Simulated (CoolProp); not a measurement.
Saturation properties of dodecamethylcyclohexasiloxane (D6) (Tc = 645.8 K, pc = 0.9614 MPa, ω = 0.736).

The numbers come from the reference Helmholtz-energy equation of state, Colonna 2008 in CoolProp. It is a short technical equation, of lower accuracy than the large ones.

```json
[
 {"T (K)": "323.9", "p (MPa)": "2.989e-5", "liquid density (kg/m³)": "939.9", "vapour density (kg/m³)": "0.004939", "surface tension (mN/m)": "16.8"},
 {"T (K)": "362.6", "p (MPa)": "0.0003901", "liquid density (kg/m³)": "897.0", "vapour density (kg/m³)": "0.05763", "surface tension (mN/m)": "13.7"},
 {"T (K)": "401.4", "p (MPa)": "0.002702", "liquid density (kg/m³)": "853.0", "vapour density (kg/m³)": "0.3621", "surface tension (mN/m)": "10.8"},
 {"T (K)": "440.1", "p (MPa)": "0.01195", "liquid density (kg/m³)": "807.4", "vapour density (kg/m³)": "1.479", "surface tension (mN/m)": "8.24"},
 {"T (K)": "478.8", "p (MPa)": "0.03863", "liquid density (kg/m³)": "759.0", "vapour density (kg/m³)": "4.522", "surface tension (mN/m)": "5.91"},
 {"T (K)": "517.6", "p (MPa)": "0.1002", "liquid density (kg/m³)": "705.7", "vapour density (kg/m³)": "11.45", "surface tension (mN/m)": "3.88"},
 {"T (K)": "556.3", "p (MPa)": "0.2211", "liquid density (kg/m³)": "644.1", "vapour density (kg/m³)": "25.85", "surface tension (mN/m)": "2.19"},
 {"T (K)": "595.1", "p (MPa)": "0.4376", "liquid density (kg/m³)": "565.2", "vapour density (kg/m³)": "56.52", "surface tension (mN/m)": "0.884"}
]
```

It boils at 518.1 K under 1 atm.

Surface tension comes from a separate correlation (Mulero 2014).
